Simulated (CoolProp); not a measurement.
Propylene along the isobar 7.38 bar: fugacity coefficient from the reference equation and from simpler models built on Tc = 91.1 °C, pc = 45.55 bar, ω = 0.146; each cubic takes its own stable root.

The numbers come from the reference Helmholtz-energy equation of state, Lemmon 2013 in CoolProp.

```json
[
 {"T (°C)": "-140.65", "phase": "liquid", "reference": "5.583e-5", "van der Waals": "0.01470", "Redlich-Kwong": "4.820e-5", "Soave-Redlich-Kwong": "5.694e-5", "Peng-Robinson": "7.127e-5"},
 {"T (°C)": "-124.15", "phase": "liquid", "reference": "0.0005133", "van der Waals": "0.04011", "Redlich-Kwong": "0.0005520", "Soave-Redlich-Kwong": "0.0005105", "Peng-Robinson": "0.0005954"},
 {"T (°C)": "-107.55", "phase": "liquid", "reference": "0.002891", "van der Waals": "0.08958", "Redlich-Kwong": "0.003485", "Soave-Redlich-Kwong": "0.002848", "Peng-Robinson": "0.003158"},
 {"T (°C)": "-91.05", "phase": "liquid", "reference": "0.01127", "van der Waals": "0.1715", "Redlich-Kwong": "0.01432", "Soave-Redlich-Kwong": "0.01110", "Peng-Robinson": "0.01187"},
 {"T (°C)": "-74.55", "phase": "liquid", "reference": "0.03384", "van der Waals": "[?]", "Redlich-Kwong": "0.04370", "Soave-Redlich-Kwong": "0.03343", "Peng-Robinson": "0.03480"},
 {"T (°C)": "-58.05", "phase": "liquid", "reference": "0.08328", "van der Waals": "0.4607", "Redlich-Kwong": "[?]", "Soave-Redlich-Kwong": "0.08277", "Peng-Robinson": "[?]"},
 {"T (°C)": "-41.55", "phase": "liquid", "reference": "0.1758", "van der Waals": "[?]", "Redlich-Kwong": "[?]", "Soave-Redlich-Kwong": "0.1758", "Peng-Robinson": "0.1770"},
 {"T (°C)": "-24.95", "phase": "liquid", "reference": "0.3299", "van der Waals": "0.8824", "Redlich-Kwong": "[?]", "Soave-Redlich-Kwong": "0.3318", "Peng-Robinson": "0.3306"},
 {"T (°C)": "-8.45", "phase": "liquid", "reference": "0.5591", "van der Waals": "0.8985", "Redlich-Kwong": "0.6677", "Soave-Redlich-Kwong": "0.5651", "Peng-Robinson": "0.5591"}
]
```

**Question.** Some entries are withheld; supply them.

**Answer.** 
- -74.55, van der Waals: 0.2935
- -58.05, Redlich-Kwong: 0.1070
- -58.05, Peng-Robinson: 0.08450
- -41.55, van der Waals: 0.6752
- -41.55, Redlich-Kwong: 0.2219
- -24.95, Redlich-Kwong: 0.4058

At some of these states van der Waals gives the other phase, because its saturation line lies elsewhere.
